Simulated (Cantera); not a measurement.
A closed system holds: 1 mol SiF4, 0.89 mol NO, 0.43 mol H2, 1 mol N2O, at 1823 K and 5.80 mbar.

Cantera equilibrium calculation (NASA polynomials, part measured and part estimated; ideal gas, pure solids and liquids). Candidate condensed phases: H2O, Si, SiO2, Si2N2O, Si3N4; 58 gas species. The tables' values for SiF3 are old estimates; treat these amounts as uncertain. The tables hold silica as quartz up to 1696 K and as liquid above; real silica turns to tridymite and cristobalite and melts near 1996 K. Rates play no part.

Base state: N2 0.377, HF 0.223, SiF4 0.206, O2 0.189, NO 0.00295, H2O 0.000901, O 0.000861, OH 0.000265 (mole fractions); condensed: SiO2(condensed).

### Question
What changes in the equilibrium state with this change: temperature from 1823 K to 1025 K?

### Answer
```json
[
 {"species": "N2", "before": "0.377", "after": "0.381"},
 {"species": "SiF4", "before": "0.206", "after": "0.213"},
 {"species": "HF", "before": "0.223", "after": "0.202"},
 {"species": "H2O", "before": "0.000901", "after": "0.0123"},
 {"species": "O2", "before": "0.189", "after": "0.192"},
 {"species": "O", "before": "0.000861", "after": "1.90e-9"},
 {"species": "SiF3", "before": "0.000179", "after": "<1e-9"},
 {"species": "F", "before": "0.000176", "after": "<1e-9"},
 {"species": "SiO2(condensed), mol", "before": "0.213", "after": "0"},
 {"species": "SiO2(β-quartz), mol", "before": "0", "after": "0.192"}
]
```

### Question
What changes in the equilibrium state with this change: temperature from 1823 K to 1223 K?

### Answer
```tsv
species	before	after
N2	0.377	0.379
HF	0.223	0.216
SiF4	0.206	0.209
H2O	0.000901	0.00505
NO	0.00295	0.000154
O2	0.189	0.192
SiF3	0.000179	2.41e-9
F	0.000176	3.64e-8
O	0.000861	2.32e-7
OH	0.000265	3.24e-6
SiO2(condensed), mol	0.213	0
SiO2(β-quartz), mol	0	0.205
```
